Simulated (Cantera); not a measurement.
Charge: 1 mol CS2, 0.28 mol O2, 11 mol N2, equilibrated at 3250 K and 3.90 bar.

Equilibrium computed with Cantera from the NASA thermochemical tables; the gas is ideal and each condensed phase is pure. Kinetics and transport are ignored.

```json
[
 {"species": "N2", "before": "0.841", "after": "0.877"},
 {"species": "S2", "before": "0.0346", "after": "0.0431"},
 {"species": "CO", "before": "0.0428", "after": "0.0416"},
 {"species": "S", "before": "0.0468", "after": "1.71e-6"},
 {"species": "CS2", "before": "0.00290", "after": "0.0351"},
 {"species": "CS", "before": "0.0306", "after": "1.02e-5"},
 {"species": "CN", "before": "0.000152", "after": "<1e-9"},
 {"species": "N", "before": "2.87e-5", "after": "<1e-9"},
 {"species": "SN", "before": "0.000522", "after": "4.51e-8"},
 {"species": "CO2", "before": "2.04e-7", "after": "5.99e-5"},
 {"species": "COS", "before": "5.07e-5", "after": "0.00298"}
]
```
Gas species are given as mole fractions.

**Question.** Name the change that produced these shifts.
A) temperature from 3250 K to 1425 K
B) temperature from 3250 K to 1898 K
C) pressure from 3.90 bar to 1.00 bar
D) N2 from 11 to 0.24 mol

**Answer.** A, temperature from 3250 K to 1425 K
